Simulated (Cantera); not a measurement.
A perfectly stirred reactor is fed with 9.91 % H2, 90.1 % O2, equivalence ratio 0.055, at 0.0267 bar; it is held at 900 K, and followed from long to short residence time.

Model: the H2/O2 subset of GRI-Mech 3.0, which has no nitrogen chemistry, integrated in Cantera. Radical loss at walls, strong at low pressure, is not modelled. Below about 950 K walls govern HO2 and H2O2 in real vessels. The temperature is held fixed by assumption; the heat of reaction is taken as removed at once.

x: mole fraction; the columns are a selection and need not sum to one.

| τ (s) | x H2 | x O2 | x OH | x O | x H2O2 |
|---|---|---|---|---|---|
| 17 | 0.000327 | 0.896 | 5.19e-5 | 5.60e-5 | 1.92e-7 |
| 4.7 | 0.000698 | 0.896 | 8.52e-5 | 0.000125 | 2.83e-7 |
| 1.3 | 0.00143 | 0.895 | 0.000146 | 0.000266 | 3.95e-7 |
| 0.36 | 0.00284 | 0.895 | 0.000259 | 0.000545 | 5.21e-7 |
| 0.10 | 0.00552 | 0.895 | 0.000467 | 0.00109 | 6.50e-7 |
| 0.028 | 0.0105 | 0.893 | 0.000830 | 0.00210 | 7.65e-7 |
| 0.0076 | 0.0200 | 0.891 | 0.00142 | 0.00390 | 8.21e-7 |
| 0.0021 | ___ | 0.886 | ___ | ___ | ___ |
| 0.00058 | ___ | 0.889 | ___ | ___ | ___ |

### Question
Some entries are withheld; supply them.

### Answer

- 0.0021, x H2: 0.0375
- 0.0021, x OH: 0.00203
- 0.0021, x O: 0.00616
- 0.0021, x H2O2: 7.38e-7
- 0.00058, x H2: 0.0698
- 0.00058, x OH: 0.00172
- 0.00058, x O: 0.00539
- 0.00058, x H2O2: 4.52e-7
